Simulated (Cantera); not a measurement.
# Chemical vapour transport: PbO + H2O + H2

Charge: 1 mol PbO, 1.6 mol H2O, 0.16 mol H2, equilibrated at 3.80 bar.

Equilibrium computed with Cantera from the NASA thermochemical tables; the gas is ideal and each condensed phase is pure. Candidate condensed phases: H2O, Pb, PbO, PbO2, Pb3O4; 12 gas species. Each liquid is taken as pure. Mutual solubility and eutectic melting of coexisting phases are not modelled. Gases not in the tables: (PbO)n polymers. Rates play no part.

From 675 °C to 875 °C the condensed part is Pb(l) + PbO(yellow). From 925 °C to 1125 °C the condensed part is Pb(l) + PbO(l).

| T (°C) | x H2O | x Pb | x H2 | x PbO | x OH | x Pb2 | x O2 | x H | n Pb(l) | n PbO(yellow) | n PbO(l) |
|---|---|---|---|---|---|---|---|---|---|---|---|
| 675 | 1.000 | 1.26e-6 | 0.000121 | 1.29e-8 | 3.54e-11 | 1.74e-12 | <1e-12 | 2.96e-12 | 0.160 | 0.840 | 0 |
| 725 | 1.000 | 4.08e-6 | 0.000146 | 7.50e-8 | 1.99e-10 | 1.25e-11 | <1e-12 | 1.33e-11 | 0.160 | 0.840 | 0 |
| 775 | 1.000 | 1.18e-5 | 0.000174 | 3.67e-7 | 9.46e-10 | 7.33e-11 | 1.02e-12 | 5.23e-11 | 0.160 | 0.840 | 0 |
| 825 | 1.000 | 3.07e-5 | 0.000205 | 1.54e-6 | 3.90e-9 | 3.66e-10 | 9.85e-12 | 1.82e-10 | 0.160 | 0.840 | 0 |
| 875 | 1.000 | 7.37e-5 | 0.000239 | 5.70e-6 | 1.42e-8 | 1.58e-9 | 7.76e-11 | 5.68e-10 | 0.159 | 0.840 | 0 |
| 925 | 1.000 | 0.000164 | 0.000301 | 1.72e-5 | 4.44e-8 | 5.99e-9 | 4.31e-10 | 1.69e-9 | 0.159 | 0 | 0.841 |
| 975 | 0.999 | 0.000342 | 0.000383 | 4.63e-5 | 1.25e-7 | 2.04e-8 | 1.97e-9 | 4.69e-9 | 0.159 | 0 | 0.841 |
| 1025 | 0.999 | 0.000673 | 0.000480 | 0.000115 | 3.24e-7 | 6.30e-8 | 8.00e-9 | 1.20e-8 | 0.158 | 0 | 0.841 |
| 1075 | 0.998 | 0.00126 | 0.000594 | 0.000264 | 7.83e-7 | 1.78e-7 | 2.90e-8 | 2.89e-8 | 0.157 | 0 | 0.841 |
| 1125 | 0.996 | 0.00224 | 0.000725 | 0.000572 | 1.77e-6 | 4.67e-7 | 9.53e-8 | 6.54e-8 | 0.155 | 0 | 0.840 |
x: gas mole fraction; n: condensed amount in mol.
